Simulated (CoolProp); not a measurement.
Hydrogen chloride along the isobar 326 bar: Z from the reference equation and from simpler models built on Tc = 324.7 K, pc = 83.14 bar, ω = 0.130; each cubic takes its own stable root.

Values from CoolProp's reference Helmholtz-energy equation of state, Thol 2018.

| T (K) | phase | reference |
|---|---|---|
| 206.5 | liquid | 0.5849 |
| 230.7 | liquid | 0.5486 |
| 255 | liquid | 0.5227 |
| 279.2 | liquid | 0.5060 |
| 303.5 | liquid | 0.4980 |
| 327.7 | supercritical | 0.4990 |
| 352 | supercritical | 0.5109 |
| 376.2 | supercritical | 0.5362 |
| 400.5 | supercritical | 0.5770 |
| 424.7 | supercritical | 0.6310 |
| 449 | supercritical | 0.6909 |
| 473.2 | supercritical | 0.7469 |
| 497.5 | supercritical | 0.7947 |
| 521.7 | supercritical | 0.8339 |
| 546 | supercritical | 0.8661 |

Q: How far does each simpler model (van der Waals, Soave-Redlich-Kwong) lie from the reference over these 15 states: mean and median of the absolute difference, and the worst?

A: 
- van der Waals: mean 31.3 %, median 33.9 %, worst +62.8 % at 206.5 K and 326 bar
- Soave-Redlich-Kwong: mean 14.7 %, median 14.5 %, worst +19.6 % at 376.2 K and 326 bar
